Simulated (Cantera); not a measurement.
Feed: 1 mol Si, a varied amount of HCl, 10 mol N2, at 675 °C and 0.133 bar.

These are equilibrium values from Cantera (NASA tables, ideal gas, pure condensed phases), not measurements of a reactor. Candidate condensed phases: NH4Cl, Si, Si3N4; 28 gas species. N2 is the only nitrogen source here; it is nearly inert below about 1500 K, so the nitride shown seldom forms there in practice. The numbers say what is thermodynamically allowed, not how fast it happens.

x: gas mole fraction; n: condensed amount in mol.

```csv
n(HCl) (mol),x N2,x HCl,x H2,x SiCl4,x SiHCl3,n Si3N4(s)
1.9,0.847,0.100,0.0350,0.0175,2.76e-5,0.268
4.3,?,?,?,?,?,?
6.7,0.627,0.216,0.104,0.0522,0.000114,0.0586
9.2,0.549,0.286,0.110,0.0548,9.50e-5,0
12,0.476,0.381,0.0952,0.0476,5.36e-5,0
14,0.435,0.435,0.0869,0.0434,3.92e-5,0
16,?,?,?,?,?,0
19,0.357,0.536,0.0714,0.0357,2.15e-5,0
21,0.333,0.567,0.0666,0.0333,1.77e-5,0
```

Q: Fill in the missing entries.

A: 
- 16, x N2: 0.400
- 16, x HCl: 0.480
- 16, x H2: 0.0800
- 16, x SiCl4: 0.0400
- 16, x SiHCl3: 3.00e-5
- 4.3, x N2: 0.718
- 4.3, x HCl: 0.171
- 4.3, x H2: 0.0742
- 4.3, x SiCl4: 0.0370
- 4.3, x SiHCl3: 7.25e-5
- 4.3, n Si3N4(s): 0.167
